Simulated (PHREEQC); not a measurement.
0.015 g of hydrous ferric oxide (600 m²/g; 0.2 weak and 0.005 strong sites per Fe, Dzombak-Morel constants, diffuse double layer) in 1 kg of water with 0.05 mol/kgw of an inert sodium salt and 3e-07 mol CuCl2, 2.2e-05 mol BaCl2 and 4.9e-06 mol ZnCl2, at 25 °C; the pH is set by adding NaOH or the inert anion's acid. O2 is buffered at 0.21 atm. The system is closed to CO2. Precipitation was switched off in this run.

Equilibrium calculation in PHREEQC: ion-association model, wateq4f.dat.

```
pH   Cu sorbed (%)  Ba sorbed (%)  Zn sorbed (%)  surface charge σ (C/m²)  surface potential ψ (mV)
---  -------------  -------------  -------------  -----------------------  ------------------------
3              0.0            0.0            0.0                    0.357                       169
4              0.2            0.0            0.0                    0.294                       160
4.5            1.2            0.0            0.0                    0.238                       149
5.5           38.8            0.0            0.7                    0.130                       118
6             77.9            0.0            3.5                    0.090                       100
7             96.9            0.0           24.1                    0.037                        59
8             95.5            0.0           85.2                    0.010                        19
8.5           94.0            0.1           96.3                   -0.002                        -4
9.5           89.2            2.7           97.3                   -0.030                       -51
10            81.4            8.5           94.9                   -0.047                       -69
11            26.1           36.5           53.1                   -0.075                       -91
```

The database's constant for dissolved Cu(OH)2 is higher than later reviews accept. The oxide is taken as insoluble; below pH 4 it would dissolve.
